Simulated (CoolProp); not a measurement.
R123 along the isobar 5330 kPa: Z from the reference equation and from simpler models built on Tc = 183.7 °C, pc = 3662 kPa, ω = 0.282; each cubic takes its own stable root.

The numbers come from the reference Helmholtz-energy equation of state, Younglove 1994 in CoolProp. It is a modified Benedict-Webb-Rubin equation, recast in Helmholtz form.

| T (°C) | phase | reference | van der Waals | Redlich-Kwong | Peng-Robinson |
|---|---|---|---|---|---|
| -65.65 | liquid | 0.2805 | 0.4695 | 0.3183 | 0.2787 |
| -46.25 | liquid | 0.2632 | [?] | 0.2978 | 0.2596 |
| -26.75 | liquid | 0.2489 | 0.4116 | 0.2812 | 0.2440 |
| -7.25 | liquid | 0.2372 | 0.3900 | 0.2678 | 0.2313 |
| 12.15 | liquid | 0.2277 | 0.3722 | 0.2572 | 0.2212 |
| 31.65 | liquid | 0.2200 | 0.3575 | 0.2489 | 0.2132 |
| 51.15 | liquid | 0.2139 | 0.3455 | 0.2428 | 0.2072 |
| 70.55 | liquid | 0.2093 | 0.3362 | [?] | 0.2032 |
| 90.05 | liquid | 0.2063 | 0.3292 | 0.2368 | 0.2013 |
| 109.55 | liquid | 0.2050 | 0.3248 | 0.2373 | 0.2018 |
| 128.95 | liquid | 0.2058 | 0.3231 | 0.2407 | [?] |
| 148.45 | liquid | 0.2095 | 0.3248 | [?] | 0.2134 |
| 167.95 | liquid | 0.2185 | 0.3312 | 0.2625 | 0.2296 |
| 187.35 | supercritical | 0.2402 | 0.3452 | 0.2897 | 0.2643 |
| 206.85 | supercritical | 0.3268 | 0.3748 | 0.3527 | 0.3619 |
| 226.35 | supercritical | 0.5083 | 0.4415 | 0.4805 | 0.5131 |

Task: Complete the blanks.

Result: 
- -46.25, van der Waals: 0.4378
- 70.55, Redlich-Kwong: 0.2387
- 128.95, Peng-Robinson: 0.2053
- 148.45, Redlich-Kwong: 0.2483
